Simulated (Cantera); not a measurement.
Input: 1 mol SiC, 0.22 mol C, 0.036 mol N2, held at 2600 K and 0.0160 bar.

Method: chemical equilibrium by Gibbs-energy minimisation in Cantera with the NASA 1993 tables (ideal gas, pure condensed phases). Candidate condensed phases: C, Si, SiC, Si3N4; 20 gas species. The tables' values for SiN are old estimates; treat these amounts as uncertain. The numbers say what is thermodynamically allowed, not how fast it happens.

Base state: N2 0.715, Si 0.183, SiC2 0.0625, Si2C 0.0335, SiN 0.00170, Si2 0.00169, CN 0.00153, Si2N 0.000425 (mole fractions); condensed: C(graphite) + SiC(s).

What changes in the equilibrium state with this change: temperature from 2600 K to 1675 K?


| species | before | after |
|---|---|---|
| N2 | 0.715 | 1.00 |
| Si | 0.183 | 3.65e-7 |
| C2N2 | 9.89e-5 | 4.75e-8 |
| SiC2 | 0.0625 | 2.42e-9 |
| Si2C | 0.0335 | 1.89e-9 |
| Si2 | 0.00169 | <1e-9 |
| Si2N | 0.000425 | <1e-9 |
| C3 | 0.000138 | <1e-9 |
| SiC | 0.000136 | <1e-9 |
| C(graphite), mol | 0.228 | 0.220 |
| SiC(s), mol | 0.984 | 1.00 |
